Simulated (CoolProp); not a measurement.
Oxygen at several states: density (kg/m³) from the reference equation and from simpler models built on Tc = 154.6 K, pc = 5.046 MPa, ω = 0.022; each cubic takes its own stable root.

The numbers come from the reference Helmholtz-energy equation of state, Schmidt 1985 in CoolProp. Above 300 K oxygen's equation is extrapolated.

```tsv
T (K)	p (MPa)	phase	reference	ideal gas	van der Waals	Soave-Redlich-Kwong
926.2	1.02	gas	4.227	4.238	4.230	4.227
788.5	0.139	gas	0.6782	0.6784	0.6783	0.6782
547.8	13.1	supercritical	88.99	92.03	90.83	88.40
189.4	14.3	supercritical	518.9	290.6	483.1	483.6
```
